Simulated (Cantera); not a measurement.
Charge: 1 mol Si, 9.3 mol F2, 35 mol N2, held at 523 K and 100 Torr.

Method: chemical equilibrium by Gibbs-energy minimisation in Cantera with the NASA 1993 tables (ideal gas, pure condensed phases). Kinetics and transport are ignored.

```tsv
species	before	after
N2	0.847	0.704
F	3.99e-7	0.258
SiF4	0.0260	0.0201
NF3	0.127	5.02e-6
F2	0.000127	0.0177
```
Gas species are given as mole fractions.

### Question
What was changed between the two runs?
(A) temperature from 523 K to 1248.15 K
(B) F2 from 9.3 to 1.1 mol
(C) temperature from 523 K to 823.15 K
(D) F2 from 9.3 to 3.3 mol

### Answer
A, temperature from 523 K to 1248.15 K
